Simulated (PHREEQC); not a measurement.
PHREEQC input (ion-association model, phreeqc.dat):

```
SOLUTION 1
  temp 25
  units mol/kgw
  pH 7 charge
  Na 0.38
END
SELECTED_OUTPUT 1
  -reset false
  -pH true
  -pe true
  -ionic_strength true
  -water true
  -totals Na Hdg
  -molalities H+ Na+ OH- NaOH
USER_PUNCH 1
  -headings p_Hdg(g) phi_Hdg(g) p_H2O(g) phi_H2O(g) density
  10 PUNCH PR_P("Hdg(g)"), PR_PHI("Hdg(g)"), PR_P("H2O(g)"), PR_PHI("H2O(g)"), RHO
PRINT
  -reset false
USE solution 1
REACTION_TEMPERATURE 1
  25
GAS_PHASE 1
  -fixed_pressure
  -pressure 2
  -temperature 25
  -volume 20
  Hdg(g) 2
  H2O(g) 0
END
# ... the last block is repeated for the other 12 points of P (atm)
```

Selected output (columns that matter, 12 of 13 rows; P (atm) added in front):

```
P (atm)	pH	mu	Na	Hdg	m_Na+	m_OH-	p_Hdg(g)	phi_Hdg(g)	p_H2O(g)	phi_H2O(g)	density
2	13.396	0.38018	0.38018	0.0014282	0.38018	0.38018	1.9687	1.0005	0.031306	0.99131	1.0137
5	13.395	0.38018	0.38018	0.0035945	0.38018	0.38018	4.9682	1.0013	0.031752	0.97951	1.0138
10	13.393	0.38018	0.38018	0.007179	0.38018	0.38018	9.9675	1.0026	0.032504	0.96033	1.0139
20	13.389	0.38019	0.38019	0.014252	0.38019	0.38019	19.966	1.0054	0.034038	0.92374	1.0141
30	13.386	0.3802	0.3802	0.0212	0.3802	0.3802	29.964	1.0082	0.035611	0.88935	1.0144
40	13.382	0.38021	0.38021	0.028027	0.38021	0.38021	39.963	1.0111	0.037224	0.857	1.0146
75	13.37	0.38024	0.38024	0.051013	0.38024	0.38024	74.957	1.0221	0.043167	0.75796	1.0155
100	13.361	0.38026	0.38026	0.06662	0.38026	0.38026	99.952	1.0306	0.047685	0.69865	1.0162
150	13.344	0.3803	0.3803	0.095987	0.3803	0.3803	149.94	1.0492	0.057346	0.60225	1.0175
200	13.327	0.38035	0.38035	0.12313	0.38035	0.38035	199.93	1.0698	0.067758	0.52833	1.0189
300	13.294	0.38045	0.38045	0.17162	0.38045	0.38045	299.91	1.1164	0.090427	0.42519	1.0217
400	13.263	0.38054	0.38054	0.21355	0.38054	0.38054	399.89	1.1698	0.11493	0.35913	1.0247
```

Complexes and solids missing from the database can't appear.
